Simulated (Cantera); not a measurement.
Input: 1 mol Si₃N₄, 24 mol H₂O, held at 1575 K and 0.135 Torr.

Equilibrium computed with Cantera from the NASA thermochemical tables; the gas is ideal and each condensed phase is pure. Candidate condensed phases: H₂O, Si, SiO₂, Si₂N₂O, Si₃N₄; 35 gas species. The tables hold silica as quartz up to 1696 K and as liquid above; real silica turns to tridymite and cristobalite and melts near 1996 K. Equilibrium is a limit: real reactors are often held back by kinetics, nucleation or transport.

Base state: H₂O 0.692, H₂ 0.230, N₂ 0.0769, H 0.00149, OH 0.000162, SiO 2.49e-5 (mole fractions); condensed: SiO₂(β-quartz).

Task: What changes in the equilibrium state with this change: pressure from 0.135 Torr to 82.5 Torr?

Result: 
```csv
species,before,after
H₂O,0.692,0.692
H₂,0.230,0.231
N₂,0.0769,0.0769
H,0.00149,6.02e-5
SiO,2.49e-5,4.09e-8
OH,0.000162,6.56e-6
"SiO₂(β-quartz), mol",3.00,3.00
```
Gases not in the tables: Si(OH)₄.

Task: What changes in the equilibrium state with this change: temperature from 1575 K to 750 K?

Result: 
| species | before | after |
|---|---|---|
| H₂O | 0.692 | 0.692 |
| H₂ | 0.230 | 0.231 |
| N₂ | 0.0769 | 0.0769 |
| H | 0.00149 | <1e-9 |
| SiO | 2.49e-5 | <1e-9 |
| OH | 0.000162 | <1e-9 |
| SiO₂(β-quartz), mol | 3.00 | 0 |
| SiO₂(α-quartz), mol | 0 | 3.00 |
